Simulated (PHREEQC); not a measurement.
A solution holds 0.02 mol/kgw H2SO4, 0.003 mol/kgw Al(NO3)3 and 0.19 mol/kgw CuSO4, at 25 °C. Closed to the air; pH follows from the charge balance.

All values are PHREEQC results (ion-association model, phreeqc.dat), not measurements.

Precipitation was switched off in this run.

Question: Estimate the pH.

Answer: pH 1.99.

Question: In which forms is S present?

Answer: CuSO4 45 %, SO4-2 41 %, HSO4- 13 %, Al(SO4)2- 1.0 %, AlSO4+ 0.8 % of the S.
